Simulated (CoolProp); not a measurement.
Values from CoolProp's reference Helmholtz-energy equation of state, Jacobsen 1992.

Q: For R11, give the phase and the speed of sound (m/s), Prandtl number at 190.4 K and 18.1 MPa; 367.3 K and 18.1 MPa; 500 K and 18.1 MPa.

A: 
- 190.4 K and 18.1 MPa: liquid; speed of sound 1260, Prandtl number 18.9
- 367.3 K and 18.1 MPa: liquid; speed of sound 645, Prandtl number 3.50
- 500 K and 18.1 MPa: supercritical; speed of sound 358, Prandtl number 2.41

Viscosity comes from a separate model (Klein 1997), an estimate that may be off by 10 % or more. Thermal conductivity comes from a separate model (McLinden 2000), an estimate that may be off by 10 % or more.
